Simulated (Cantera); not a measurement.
An adiabatic, constant-volume homogeneous reactor starts with 20.1 % CH3OH, 16.8 % O2, 63.1 % N2, at 1523 K and 750 Torr.

Computed with Cantera and GRI-Mech 3.0 (53 species, 325 reactions). GRI-Mech 3.0 was tuned for natural gas; its chemistry of methanol as a main component is partial and can be far from experiment.

Question: Predict: time of steepest temperature rise; temperature at 8.00 s; equilibrium temperature; x(O2) at 8.00 s; x(CH2O) at 8.00 s; x(CO2) at 8.00 s.

Answer: 
```json
{
 "time_of_steepest_temperature_rise": "0.136 ms",
 "temperature at 8.00 s": "2864 K",
 "equilibrium_temperature": "2864 K",
 "x(O2) at 8.00 s": "0.00157 (gas-phase equilibrium 0.00157)",
 "x(CH2O) at 8.00 s": "1.11e-8 (gas-phase equilibrium 1.11e-8)",
 "x(CO2) at 8.00 s": "0.0375 (gas-phase equilibrium 0.0375)"
}
```
